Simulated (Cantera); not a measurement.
**Adiabatic ignition**

An adiabatic, constant-pressure homogeneous reactor starts with 11.2 % CH3OH, 18.7 % O2, 70.1 % N2, at 1473 K and 26.0 bar.

Cantera simulation using GRI-Mech 3.0 (53 species, 325 reactions); the numbers are that mechanism's predictions, not measurements. GRI-Mech 3.0 was tuned for natural gas; its chemistry of methanol as a main component is partial and can be far from experiment. The pressure lies above the range GRI-Mech 3.0 was tuned for (to about 10 atm).

| t (s) | T (K) | x CH3OH | x O2 | x C2H6 | x H2 | x HCO | x C2H2 |
|---|---|---|---|---|---|---|---|
| 3.00e-6 | 1473 | 0.112 | 0.187 | 4.01e-8 | 6.68e-5 | 2.85e-9 | 3.60e-12 |
| 6.01e-6 | 1474 | 0.111 | 0.186 | 7.17e-8 | 0.000210 | 1.44e-8 | 7.62e-12 |
| 1.20e-5 | 1478 | 0.108 | 0.185 | 1.02e-7 | 0.00117 | 2.19e-7 | 1.96e-11 |
| 2.41e-5 | 2874 | <1e-12 | 0.0282 | <1e-12 | 0.00742 | 1.05e-7 | <1e-12 |
| 4.82e-5 | 2888 | <1e-12 | 0.0263 | <1e-12 | 0.00708 | 8.92e-8 | <1e-12 |
| 9.65e-5 | 2882 | <1e-12 | 0.0248 | <1e-12 | 0.00714 | 8.89e-8 | <1e-12 |
| 0.000193 | 2876 | <1e-12 | 0.0232 | <1e-12 | 0.00721 | 8.86e-8 | <1e-12 |
| 0.000387 | 2872 | <1e-12 | 0.0223 | <1e-12 | 0.00726 | 8.85e-8 | <1e-12 |
| 0.000775 | 2871 | <1e-12 | 0.0222 | <1e-12 | 0.00727 | 8.85e-8 | <1e-12 |
| 0.00155 | 2871 | <1e-12 | 0.0222 | <1e-12 | 0.00727 | 8.85e-8 | <1e-12 |
| 0.00311 | 2871 | <1e-12 | 0.0222 | <1e-12 | 0.00727 | 8.85e-8 | <1e-12 |
| 0.00622 | 2871 | <1e-12 | 0.0222 | <1e-12 | 0.00727 | 8.85e-8 | <1e-12 |
| 0.0125 | 2871 | <1e-12 | 0.0222 | <1e-12 | 0.00727 | 8.85e-8 | <1e-12 |
| 0.0249 | 2871 | <1e-12 | 0.0222 | <1e-12 | 0.00727 | 8.85e-8 | <1e-12 |
| 0.0499 | 2871 | <1e-12 | 0.0222 | <1e-12 | 0.00727 | 8.85e-8 | <1e-12 |
| 0.100 | 2871 | <1e-12 | 0.0222 | <1e-12 | 0.00727 | 8.85e-8 | <1e-12 |
x: mole fraction; the columns are a selection and need not sum to one.

| Property | Value |
|---|---|
| time of steepest temperature rise | 21.1 µs |
| temperature at 0.100 s | 2871 K |
| equilibrium temperature | 2871 K |
| x(CH3OH) at 0.100 s | <1e-12 (gas-phase equilibrium <1e-12) |
| x(O2) at 0.100 s | 0.0222 (gas-phase equilibrium 0.0222) |
| x(C2H6) at 0.100 s | <1e-12 (gas-phase equilibrium <1e-12) |
